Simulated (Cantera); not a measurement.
A freely propagating, adiabatic, planar premixed flame of CH₄ : C₂H₆ : O₂ : N₂ = 1 : 0.95 : 3.55 : 13.3 (molar parts), equivalence ratio 1.5, unburnt at 425 K and 3900 Torr; mixture-averaged transport, grid criteria slope 0.08 and curve 0.16, no radiation.

Computed with Cantera and GRI-Mech 3.0 (53 species, 325 reactions). Burning velocities carry a grid error of a few per cent, more on coarse grids.

Question: How do the results move with these cheaper or finer settings: unity-Lewis-number transport; multicomponent transport; multicomponent+Soret transport; grid criteria slope 0.5, curve 1; grid criteria slope 0.25, curve 0.5; grid criteria slope 0.03, curve 0.06?

Answer: 
| setting | laminar burning velocity | thermal thickness | peak x(HCO) | peak x(H₂) | grid points |
|---|---|---|---|---|---|
| as above | 19.3 cm/s | 0.204 mm | 7.16e-6 | 0.0757 | 126 |
| unity-Lewis-number transport | 16.5 cm/s | 0.227 mm | 5.38e-6 | 0.0733 | 123 |
| multicomponent transport | 19.4 cm/s | 0.207 mm | 7.20e-6 | 0.0758 | 127 |
| multicomponent+Soret transport | 19.4 cm/s | 0.204 mm | 7.30e-6 | 0.0750 | 126 |
| grid criteria slope 0.5, curve 1 | 20.8 cm/s | 0.231 mm | 6.65e-6 | 0.0779 | 30 |
| grid criteria slope 0.25, curve 0.5 | 19.8 cm/s | 0.214 mm | 6.94e-6 | 0.0766 | 50 |
| grid criteria slope 0.03, curve 0.06 | 19.1 cm/s | 0.201 mm | 7.22e-6 | 0.0746 | 338 |
The base run took about 7 core-seconds (a rough figure).
Unity Lewis numbers drop preferential diffusion, which matters most where H2 and H carry the flame; Soret adds thermal diffusion.
